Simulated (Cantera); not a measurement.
A closed system holds: 1 mol NiS, 250 mol H₂, equilibrated at 1600 K and 1000 Pa.

These are equilibrium values from Cantera (NASA tables, ideal gas, pure condensed phases), not measurements of a reactor. Candidate condensed phases: Ni, NiS, NiS₂, Ni₃S₂, Ni₃S₄, S; 9 gas species. Rates play no part.

Task: What is the equilibrium state?

Result: 
```
Quantity                                Value
----------------------------------  ---------
x(H₂)                                   0.996
x(H₂S)                                0.00324
x(H)                                 0.000542
x(SH)                                0.000331
x(S₂)                                0.000200
x(Ni)                                 4.22e-5
x(S)                                  1.71e-5
x(NiS)                                6.20e-6
n(Ni(s))                            0.988 mol
gas amount                          250.2 mol
log10 activity of NiS(l) (absent)       -1.76
log10 activity of S(l) (absent)         -4.16
log10 activity of NiS₂(l) (absent)      -5.90
```
